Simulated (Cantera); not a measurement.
Input (Python, Cantera) and output of one run.

```python
import numpy as np
import cantera as ct

gas_names = [...]  # 113 gases of nasa_gas.yaml made of C, H, O, Ti
cond_names = """
    C(gr) C6H6(L) C7H8(L) C8H18(L),n-octa H2O(s) H2O(L) Ti(a) Ti(b) Ti(L) TiC(s) TiC(L) TiO(a) TiO(b)
    TiO(L) TiO2(ru) TiO2(L) Ti2O3(a) Ti2O3(b) Ti2O3(L) Ti3O5(a) Ti3O5(b) Ti3O5(L) Ti4O7(s) Ti4O7(L)
""".split()


# ... load() reads the species with a 1 bar reference pressure and builds the phases ...
atoms = {
    'Ti': {'Ti': 1},
    'H2O': {'H': 2, 'O': 1},
    'CO': {'C': 1, 'O': 1},
}
top_T = {'C(gr)': 4500}  # K; cautious upper limits of use, not melting points


# ... equilibrate(T, P, feed) seeds the gas with the atoms and calls Mixture.equilibrate('TP', solver="vcs", rtol=1e-11, max_steps=5000) ...
results = []
T = 1848.15  # K
P = 570000  # Pa
for m in [1.4, 2, 2.6, 3.2, 3.7, 4.3, 4.9, 5.5, 6.1, 6.7, 7.3, 7.9, 8.4]:
    feed = {'Ti': 1, 'H2O': m, 'CO': 0.38}  # mol
    mix = equilibrate(T, P, feed)
    results.append((T, P, feed, dict(zip(mix.species_names, mix.species_moles))))

top = {s: max(r[3][s] / sum(r[3][g] for g in gas_names) for r in results) for s in gas_names}
cols = sorted((s for s in top if top[s] > 1e-06), key=lambda s: -top[s])[:7]
seen = [c for c in cond_names if any(r[3].get(c, 0) > 1e-12 for r in results)]
print("log10 of partial pressures in bar; condensed amounts in mol")
print(f"{'n(H2O)':>10s}" + "".join(f"{s[:9]:>10s}" for s in cols + seen))
for T, P, feed, n in results:
    ng = sum(n[g] for g in gas_names)
    print(f"{feed['H2O']:10.4g}" + "".join(f"{np.log10(max(n[s] / ng * P / 1e5, 1e-99)):10.3f}" for s in cols)
          + "".join(f"{n.get(c, 0):10.4g}" for c in seen))
```

It prints:

```
log10 of partial pressures in bar; condensed amounts in mol
    n(H2O)        H2       H2O        CO       CO2       CH4         H        OH    TiC(s)  TiO2(ru)  Ti2O3(b)  Ti4O7(s)
       1.4     0.661    -2.317     0.046    -3.535    -2.483    -2.945    -7.055    0.0402         0    0.4799         0
         2     0.626    -0.251    -0.055    -1.536    -4.753    -2.962    -4.973         0   0.01506         0    0.2462
       2.6     0.588     0.041    -0.168    -1.318    -5.273    -2.981    -4.661         0         1         0         0
       3.2     0.513     0.264    -0.275    -1.128    -5.828    -3.019    -4.401         0         1         0         0
       3.7     0.460     0.359    -0.353    -1.057    -6.161    -3.045    -4.279         0         1         0         0
       4.3     0.404     0.432    -0.437    -1.012    -6.486    -3.073    -4.178         0         1         0         0
       4.9     0.354     0.481    -0.512    -0.988    -6.758    -3.098    -4.104         0         1         0         0
       5.5     0.310     0.517    -0.580    -0.977    -6.993    -3.120    -4.047         0         1         0         0
       6.1     0.271     0.544    -0.643    -0.972    -7.202    -3.140    -4.000         0         1         0         0
       6.7     0.235     0.565    -0.700    -0.973    -7.389    -3.158    -3.960         0         1         0         0
       7.3     0.201     0.583    -0.754    -0.975    -7.560    -3.174    -3.926         0         1         0         0
       7.9     0.171     0.597    -0.804    -0.980    -7.717    -3.190    -3.896         0         1         0         0
       8.4     0.147     0.608    -0.844    -0.986    -7.839    -3.202    -3.874         0         1         0         0
```

These are equilibrium values from Cantera (NASA tables, ideal gas, pure condensed phases), not measurements of a reactor. Mutual solubility and eutectic melting of coexisting phases are not modelled. TiC: taken at fixed stoichiometry. Condensed phases not in the tables: Magnéli phases beyond Ti4O7. Gases not in the tables: TiO(OH)2.
